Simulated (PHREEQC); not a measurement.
# Acid rinse or clean (model solution)

Solution (25 °C): 18 mmol/kgw HNO3. Closed to the air; pH follows from the charge balance.

Model: ion-association model, wateq4f.dat, run in PHREEQC.

No solid was allowed to form.

**Question.** What pH does the model give?

**Answer.** pH 1.79.

Complexes and solids missing from the database can't appear.
